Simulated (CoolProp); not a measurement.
Ethanol at several states: fugacity coefficient from the reference equation and from simpler models built on Tc = 241.6 °C, pc = 6.268 MPa, ω = 0.644; each cubic takes its own stable root.

The numbers come from the reference Helmholtz-energy equation of state, Schroeder 2014 in CoolProp.

| T (°C) | p (MPa) | phase | reference |
|---|---|---|---|
| 4.55 | 2.95 | liquid | 0.0007982 |
| 124.15 | 8.94 | liquid | 0.05890 |
| -80.65 | 12 | liquid | 4.563e-8 |
| 229.45 | 0.0326 | gas | 0.9983 |

**Question.** How far does each simpler model (van der Waals, Redlich-Kwong) lie from the reference over these 4 states: mean and median of the absolute difference, and the worst?

**Answer.** 
- van der Waals: mean 1701719.7 %, median 6601.4 %, worst +6793676.0 % at -80.65 °C and 12 MPa
- Redlich-Kwong: mean 6901.2 %, median 900.5 %, worst +25804.0 % at -80.65 °C and 12 MPa
